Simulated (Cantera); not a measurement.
Source: NASA polynomial tables (part measured, part estimated), evaluated in Cantera. Values are per mole of reaction as written; species without (g) are pure solids or liquids, kept so even where they would boil at 1 bar.

0.6667 Cr + O2(g) ⇌ 0.6667 CrO3(g), with ΔH° = -195.3 kJ and ΔS° = -43.5 J/K at 300 K.

Problem. How far is the shortcut ΔG° ≈ ΔH°(300 K) − T·ΔS°(300 K) from the full temperature-dependent value at 798, 998, 1198, 1398, 1598, 1798, 1998, 2198, 2398, 2598, 2798 K?

Solution. 
```csv
T (K),shortcut (kJ),full (kJ),difference (kJ),difference in log10 K,condensed phases
798,-160.6,-159.3,-1.2,0.08,Cr(s)
998,-151.9,-149.9,-2.0,0.10,Cr(s)
1198,-143.2,-140.3,-2.9,0.13,Cr(s)
1398,-134.5,-130.5,-4.0,0.15,Cr(s)
1598,-125.8,-120.4,-5.4,0.18,Cr(s)
1798,-117.1,-110.1,-7.0,0.20,Cr(s)
1998,-108.4,-99.5,-9.0,0.23,Cr(s)
2198,-99.7,-88.0,-11.7,0.28,Cr(l)
2398,-91.0,-75.5,-15.5,0.34,Cr(l)
2598,-82.3,-62.9,-19.5,0.39,Cr(l)
2798,-73.6,-50.0,-23.6,0.44,Cr(l)
```
The shortcut ignores heat capacities and the phase changes listed.
